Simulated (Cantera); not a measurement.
Input: 1 mol Cu, 0.0041 mol O₂, 14 mol H₂, held at 1323.15 K and 1.00 bar.

Equilibrium computed with Cantera from the NASA thermochemical tables; the gas is ideal and each condensed phase is pure. Candidate condensed phases: Cu, CuO, Cu(OH)₂, Cu₂O, H₂O; 12 gas species. Kinetics and transport are ignored.

**Question.** What is the equilibrium state?

**Answer.** 
```json
{
  "x(H₂)": "0.999",
  "x(H₂O)": "0.000586",
  "x(H)": "1.59e-6",
  "n(Cu(s))": "1.000 mol",
  "gas_amount": "14.00 mol",
  "log10 activity of Cu(OH)₂(s) (absent)": "-15.39"
}
```
